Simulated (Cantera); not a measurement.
# Thermodynamics of carbothermic reduction, feed Fe₂O₃ + C + H₂

Feed: 1 mol Fe₂O₃, 0.48 mol C, 0.23 mol H₂, at 1775 K.

Method: chemical equilibrium by Gibbs-energy minimisation in Cantera with the NASA 1993 tables (ideal gas, pure condensed phases). Candidate condensed phases: C, C₆H₆, C₇H₈, C₈H₁₈, Fe, Fe(CO)₅, FeO, Fe(OH)₂, Fe(OH)₃, Fe₂O₃, Fe₃O₄, H₂O; 114 gas species. The tables' stoichiometric FeO is somewhat more stable than real wüstite, so its field is too wide. FeO: taken at fixed stoichiometry. The numbers say what is thermodynamically allowed, not how fast it happens.

| P (Pa) | x CO₂ | x H₂O | x CO | x H₂ | x Fe | x H | n FeO(l) |
|---|---|---|---|---|---|---|---|
| 10 | 0.448 | 0.278 | 0.216 | 0.0360 | 0.0121 | 0.00549 | 1.99 |
| 36 | 0.447 | 0.282 | 0.224 | 0.0380 | 0.00350 | 0.00297 | 2.00 |
| 130 | 0.447 | 0.283 | 0.227 | 0.0387 | 0.000981 | 0.00158 | 2.00 |
| 460 | 0.447 | 0.284 | 0.228 | 0.0389 | 0.000278 | 0.000842 | 2.00 |
| 1700 | 0.447 | 0.284 | 0.228 | 0.0390 | 7.54e-5 | 0.000438 | 2.00 |
| 6000 | 0.448 | 0.285 | 0.228 | 0.0390 | 2.14e-5 | 0.000233 | 2.00 |
| 22000 | 0.448 | 0.285 | 0.228 | 0.0391 | 5.83e-6 | 0.000122 | 2.00 |
| 77000 | 0.448 | 0.285 | 0.228 | 0.0391 | 1.67e-6 | 6.52e-5 | 2.00 |
| 280000 | 0.448 | 0.285 | 0.229 | 0.0391 | 4.58e-7 | 3.42e-5 | 2.00 |
| 1000000 | 0.448 | 0.285 | 0.229 | 0.0391 | 1.28e-7 | 1.81e-5 | 2.00 |
x: gas mole fraction; n: condensed amount in mol.

From 10.0 Pa to 10.0 bar the condensed part is FeO(l). The main Fe-bearing gas is Fe at 10.0 Pa and Fe(OH)₂ at 10.0 bar.
